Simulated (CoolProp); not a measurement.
Properties of hydrogen chloride along the isobar 0.154 MPa.

Computed with CoolProp (reference Helmholtz-energy equation of state, Thol 2018).

```json
[
 {"T (°C)": "14.95", "phase": "gas", "Joule-Thomson coefficient (K/MPa)": "17.12", "isothermal compressibility (1/MPa)": "6.561"},
 {"T (°C)": "18.95", "phase": "gas", "Joule-Thomson coefficient (K/MPa)": "16.54", "isothermal compressibility (1/MPa)": "6.558"},
 {"T (°C)": "22.95", "phase": "gas", "Joule-Thomson coefficient (K/MPa)": "15.99", "isothermal compressibility (1/MPa)": "6.555"},
 {"T (°C)": "26.95", "phase": "gas", "Joule-Thomson coefficient (K/MPa)": "15.48", "isothermal compressibility (1/MPa)": "6.552"},
 {"T (°C)": "30.95", "phase": "gas", "Joule-Thomson coefficient (K/MPa)": "[?]", "isothermal compressibility (1/MPa)": "6.550"},
 {"T (°C)": "34.95", "phase": "gas", "Joule-Thomson coefficient (K/MPa)": "[?]", "isothermal compressibility (1/MPa)": "6.547"},
 {"T (°C)": "38.95", "phase": "gas", "Joule-Thomson coefficient (K/MPa)": "14.09", "isothermal compressibility (1/MPa)": "6.545"},
 {"T (°C)": "42.95", "phase": "gas", "Joule-Thomson coefficient (K/MPa)": "[?]", "isothermal compressibility (1/MPa)": "6.543"},
 {"T (°C)": "46.95", "phase": "gas", "Joule-Thomson coefficient (K/MPa)": "[?]", "isothermal compressibility (1/MPa)": "6.541"},
 {"T (°C)": "50.95", "phase": "gas", "Joule-Thomson coefficient (K/MPa)": "12.92", "isothermal compressibility (1/MPa)": "6.539"},
 {"T (°C)": "54.95", "phase": "gas", "Joule-Thomson coefficient (K/MPa)": "12.57", "isothermal compressibility (1/MPa)": "6.538"},
 {"T (°C)": "58.95", "phase": "gas", "Joule-Thomson coefficient (K/MPa)": "12.23", "isothermal compressibility (1/MPa)": "6.536"},
 {"T (°C)": "62.95", "phase": "gas", "Joule-Thomson coefficient (K/MPa)": "[?]", "isothermal compressibility (1/MPa)": "6.534"},
 {"T (°C)": "66.95", "phase": "gas", "Joule-Thomson coefficient (K/MPa)": "[?]", "isothermal compressibility (1/MPa)": "6.533"},
 {"T (°C)": "70.95", "phase": "gas", "Joule-Thomson coefficient (K/MPa)": "[?]", "isothermal compressibility (1/MPa)": "6.532"}
]
```

Problem. Complete the blanks.

Solution. 
- 30.95, Joule-Thomson coefficient (K/MPa): 14.99
- 34.95, Joule-Thomson coefficient (K/MPa): 14.53
- 42.95, Joule-Thomson coefficient (K/MPa): 13.68
- 46.95, Joule-Thomson coefficient (K/MPa): 13.29
- 62.95, Joule-Thomson coefficient (K/MPa): 11.91
- 66.95, Joule-Thomson coefficient (K/MPa): 11.61
- 70.95, Joule-Thomson coefficient (K/MPa): 11.32
